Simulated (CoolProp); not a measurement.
A simple Rankine cycle with tetrahydrofuran: condensing at 296.15 K, boiler at 0.309 MPa, turbine inlet 393 K, turbine efficiency 0.6, pump efficiency 0.7, no recuperator. Each further row changes one setting.

Computed with CoolProp (reference Helmholtz-energy equation of state, Fiedler 2023).

| case | thermal efficiency (%) | net work (kJ/kg) | heat in (kJ/kg) | turbine exit temperature (K) | volume ratio over the turbine |
|---|---|---|---|---|---|
| as stated | 11.4 | 64.0 | 561 | … | 14.2 |
| turbine inlet 413 K | 11.5 | … | 592 | 360.5 | 14.2 |
| condensing temperature 288.15 K | 12.4 | 71.5 | 575 | 333.5 | 20.2 |
| boiler pressure 0.216 MPa | … | 57.1 | … | 347.3 | 9.98 |
| turbine efficiency 0.5 | 9.5 | … | 561 | 348.3 | 14.6 |

What belongs in the gaps?


- as stated, turbine exit temperature (K): 339.8
- turbine inlet 413 K, net work (kJ/kg): 68.1
- boiler pressure 0.216 MPa, thermal efficiency (%): 10.1
- boiler pressure 0.216 MPa, heat in (kJ/kg): 564
- turbine efficiency 0.5, net work (kJ/kg): 53.2
